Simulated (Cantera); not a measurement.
PbS + H2 + N2 (hydrogen reduction and annealing atmospheres)

Charge: 1 mol PbS, 0.92 mol H2, 7.1 mol N2, equilibrated at 1.20 Torr.

Cantera equilibrium calculation (NASA polynomials, part measured and part estimated; ideal gas, pure solids and liquids). Candidate condensed phases: Pb, PbS, S; 18 gas species. Gases not in the tables: S3 to S7. Equilibrium is a limit: real reactors are often held back by kinetics, nucleation or transport.

| T (K) | x N2 | x H2 | x PbS | x Pb | x H2S | n Pb(l) | n PbS(s) |
|---|---|---|---|---|---|---|---|
| 773 | 0.885 | 0.115 | 2.23e-5 | 1.44e-5 | 0.000142 | 0.00102 | 0.999 |
| 798 | 0.885 | 0.114 | 6.59e-5 | 3.58e-5 | 0.000205 | 0.00136 | 0.998 |
| 823 | 0.885 | 0.114 | 0.000182 | 8.39e-5 | 0.000289 | 0.00165 | 0.996 |
| 848 | 0.885 | 0.114 | 0.000474 | 0.000187 | 0.000400 | 0.00171 | 0.993 |
| 873 | 0.884 | 0.114 | 0.00117 | 0.000397 | 0.000541 | 0.00115 | 0.986 |
| 898 | 0.882 | 0.114 | 0.00272 | 0.000762 | 0.000762 | 0 | 0.972 |
| 923 | 0.879 | 0.113 | 0.00606 | 0.00122 | 0.00121 | 0 | 0.941 |
| 948 | 0.872 | 0.111 | 0.0129 | 0.00189 | 0.00188 | 0 | 0.880 |
| 973 | 0.859 | 0.109 | 0.0264 | 0.00285 | 0.00282 | 0 | 0.758 |
| 998 | 0.835 | 0.104 | 0.0520 | 0.00420 | 0.00409 | 0 | 0.522 |
| 1023 | 0.792 | 0.0970 | 0.0991 | 0.00604 | 0.00566 | 0 | 0.0579 |
| 1048 | 0.787 | 0.0960 | 0.104 | 0.00666 | 0.00595 | 0 | 0 |
x: gas mole fraction; n: condensed amount in mol.

From 773 K to 873 K the condensed part is Pb(l) + PbS(s). From 898 K to 1023 K the condensed part is PbS(s). At 1048 K nothing is condensed. The main Pb-bearing gas is PbS throughout. The share of Pb in condensed phases is highest at 773 K (100.0 %) and lowest at 1048 K (0.0 %).
